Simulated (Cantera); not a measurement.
An adiabatic, constant-volume homogeneous reactor starts with CH3OH : O2 : N2 = 1 : 3.26 : 12.3 (molar parts), at 1250 K and 0.987 atm. Integrator tolerance rtol = 1e-08.

Detailed kinetics in Cantera: GRI-Mech 3.0 (53 species, 325 reactions). GRI-Mech 3.0 was tuned for natural gas; its chemistry of methanol as a main component is partial and can be far from experiment.

Question: What does this change do: 0.3 parts CO2 added?

Answer: 
```tsv
quantity	before	after
time of steepest temperature rise	5.06 ms	5.05 ms
temperature at 1.00 s	2419 K	2392 K
equilibrium temperature	2419 K	2392 K
x(CH3OH) at 1.00 s	<1e-12 (gas-phase equilibrium <1e-12)	<1e-12 (gas-phase equilibrium <1e-12)
x(O2) at 1.00 s	0.0952 (gas-phase equilibrium 0.0952)	0.0943 (gas-phase equilibrium 0.0943)
x(HCN) at 1.00 s	3.12e-12 (gas-phase equilibrium 3.12e-12)	2.79e-12 (gas-phase equilibrium 2.79e-12)
x(H2) at 1.00 s	0.00102 (gas-phase equilibrium 0.00102)	0.000882 (gas-phase equilibrium 0.000882)
x(H) at 1.00 s	0.000396 (gas-phase equilibrium 0.000396)	0.000326 (gas-phase equilibrium 0.000326)
x(C2H2) at 1.00 s	<1e-12 (gas-phase equilibrium <1e-12)	<1e-12 (gas-phase equilibrium <1e-12)
x(HO2) at 1.00 s	7.99e-6 (gas-phase equilibrium 7.99e-6)	7.28e-6 (gas-phase equilibrium 7.28e-6)
```

Question: What does this change do: initial temperature 1250 to 1600 K?

Answer: 
```json
[
 {"quantity": "time of steepest temperature rise", "before": "5.06 ms", "after": "0.118 ms"},
 {"quantity": "temperature at 1.00 s", "before": "2419 K", "after": "2606 K"},
 {"quantity": "equilibrium temperature", "before": "2419 K", "after": "2606 K"},
 {"quantity": "x(CH3OH) at 1.00 s", "before": "<1e-12 (gas-phase equilibrium <1e-12)", "after": "<1e-12 (gas-phase equilibrium <1e-12)"},
 {"quantity": "x(O2) at 1.00 s", "before": "0.0952 (gas-phase equilibrium 0.0952)", "after": "0.0924 (gas-phase equilibrium 0.0924)"},
 {"quantity": "x(HCN) at 1.00 s", "before": "3.12e-12 (gas-phase equilibrium 3.12e-12)", "after": "2.98e-11 (gas-phase equilibrium 2.98e-11)"},
 {"quantity": "x(H2) at 1.00 s", "before": "0.00102 (gas-phase equilibrium 0.00102)", "after": "0.00260 (gas-phase equilibrium 0.00260)"},
 {"quantity": "x(H) at 1.00 s", "before": "0.000396 (gas-phase equilibrium 0.000396)", "after": "0.00155 (gas-phase equilibrium 0.00155)"},
 {"quantity": "x(C2H2) at 1.00 s", "before": "<1e-12 (gas-phase equilibrium <1e-12)", "after": "<1e-12 (gas-phase equilibrium <1e-12)"},
 {"quantity": "x(HO2) at 1.00 s", "before": "7.99e-6 (gas-phase equilibrium 7.99e-6)", "after": "1.18e-5 (gas-phase equilibrium 1.18e-5)"}
]
```
